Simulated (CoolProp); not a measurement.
Properties of R1336mzz(Z) along the isobar 0.17 MPa.

Computed with CoolProp (reference Helmholtz-energy equation of state, McLinden 2020).

```
T (°C)   phase  density (kg/m³)  cp (kJ/(kg K))  isothermal compressibility (1/MPa)  expansivity (1/kK)
------  ------  ---------------  --------------  ----------------------------------  ------------------
8.75    liquid             1407           1.187                            0.002042               1.780
19.55   liquid             1379           1.209                            0.002340               1.864
30.45   liquid             1351           1.232                            0.002707          (withheld)
41.35   liquid             1321           1.255                            0.003161          (withheld)
52.15      gas            11.10          0.9425                               6.368               4.060
63.05      gas            10.63          0.9542                               6.296          (withheld)
73.85      gas            10.22          0.9661                               6.239               3.547
84.75      gas            9.846      (withheld)                          (withheld)               3.350
95.65      gas       (withheld)          0.9906                          (withheld)               3.181
```

Question: Complete the blanks.

Answer: 
- 30.45, expansivity (1/kK): 1.964
- 41.35, expansivity (1/kK): 2.082
- 63.05, expansivity (1/kK): 3.778
- 84.75, cp (kJ/(kg K)): 0.9783
- 84.75, isothermal compressibility (1/MPa): 6.193
- 95.65, density (kg/m³): 9.502
- 95.65, isothermal compressibility (1/MPa): 6.155
